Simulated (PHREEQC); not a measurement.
Dissolve 0.0029 mol/kgw Cu(BF4)2, 3.9e-05 mol/kgw HNO3 and 0.0097 mol/kgw NaCl at 25 °C. Closed to the air; pH follows from the charge balance.

Computed with PHREEQC (ion-association model, wateq4f.dat).

This is a speciation only: nothing precipitates in the calculation.

### Question
Order these B species by the share of B that they hold, largest first: BF2(OH)2-, BF4-, H3BO3, BF3OH-.

### Answer
BF4- (69 %), H3BO3 (19 %), BF3OH- (8.3 %), BF2(OH)2- (3.7 %)

### Question
Order these F species by the share of F that they hold, largest first: BF2(OH)2-, BF3OH-, BF4-, HF, F-.

### Answer
BF4- (69 %), HF (13 %), F- (9.4 %), BF3OH- (6.2 %), BF2(OH)2- (1.9 %)

The pH is 2.97 and the ionic strength 0.0194 mol/kgw. Complexes and solids missing from the database can't appear. Real BF4- forms and hydrolyses slowly; the run takes it at equilibrium.
